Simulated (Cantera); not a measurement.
A perfectly stirred reactor is fed with N2O : O2 : N2 = 1 : 0.29 : 0.044 (molar parts), at 37000 Pa; it is held at 1250 K, and followed from long to short residence time.

Cantera simulation using GRI-Mech 3.0 (53 species, 325 reactions); the numbers are that mechanism's predictions, not measurements. GRI-Mech 3.0 was tuned for natural gas; its chemistry of N2O as a main component is partial and can be far from experiment. The mechanism lacks the step 2 NO + O2 → 2 NO2, which can matter for NO2 below about 1400 K. The temperature is held fixed by assumption; the heat of reaction is taken as removed at once.

x: mole fraction; the columns are a selection and need not sum to one.

| τ (s) | x N2O | x O2 | x NO | x N2 | x NO2 | x O |
|---|---|---|---|---|---|---|
| 0.94 | 0.444 | 0.291 | 0.0266 | 0.238 | (withheld) | 3.46e-6 |
| 0.35 | 0.594 | 0.255 | 0.0140 | 0.137 | (withheld) | 3.65e-6 |
| 0.13 | 0.682 | 0.233 | 0.00610 | 0.0780 | (withheld) | 3.73e-6 |
| 0.049 | 0.723 | 0.224 | 0.00246 | 0.0510 | (withheld) | 3.76e-6 |
| 0.019 | 0.739 | 0.220 | 0.000977 | 0.0401 | (withheld) | 3.77e-6 |
| 0.0069 | 0.746 | 0.218 | 0.000358 | 0.0356 | (withheld) | 3.77e-6 |
| 0.0026 | 0.748 | 0.218 | 0.000135 | 0.0340 | (withheld) | 3.75e-6 |
| 0.00097 | 0.749 | 0.218 | 4.99e-5 | 0.0334 | (withheld) | 3.71e-6 |
| 0.00037 | 0.749 | 0.217 | 1.85e-5 | 0.0331 | (withheld) | 3.60e-6 |

Question: Some entries are withheld; supply them.

Answer: 
- 0.94, x NO2: 0.000102
- 0.35, x NO2: 5.18e-5
- 0.13, x NO2: 2.09e-5
- 0.049, x NO2: 7.03e-6
- 0.019, x NO2: 1.98e-6
- 0.0069, x NO2: 3.96e-7
- 0.0026, x NO2: 6.82e-8
- 0.00097, x NO2: 1.01e-8
- 0.00037, x NO2: 1.44e-9
